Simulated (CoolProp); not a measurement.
Propylene along the isotherm 124.35 °C: density (kg/m³) from the reference equation and from simpler models built on Tc = 91.1 °C, pc = 4.555 MPa, ω = 0.146; each cubic takes its own stable root.

Model: reference Helmholtz-energy equation of state, Lemmon 2013, in CoolProp.

```
p (MPa)          phase  reference  ideal gas  van der Waals  Redlich-Kwong  Soave-Redlich-Kwong  Peng-Robinson
-------  -------------  ---------  ---------  -------------  -------------  -------------------  -------------
0.0216             gas     0.2754     0.2750         0.2753         0.2754               0.2754         0.2754
0.0492             gas     0.6282     0.6264         0.6281         0.6282               0.6282         0.6284
0.112              gas      1.435      1.426          1.434          1.435                1.435          1.436
0.255              gas      3.295      3.247          3.291          3.296                3.294          3.301
0.58               gas          ?      7.385              ?          7.647                7.639          7.674
1.32               gas          ?          ?          18.14              ?                18.22          18.42
3                  gas      47.22      38.20          46.81          47.41                47.02              ?
6.83     supercritical      190.0          ?              ?          189.4                175.9          187.2
```

**Question.** Fill in the missing entries.

**Answer.** 
- 0.58, reference: 7.643
- 0.58, van der Waals: 7.623
- 1.32, reference: 18.24
- 1.32, ideal gas: 16.81
- 1.32, Redlich-Kwong: 18.27
- 3, Peng-Robinson: 48.25
- 6.83, ideal gas: 86.96
- 6.83, van der Waals: 202.3
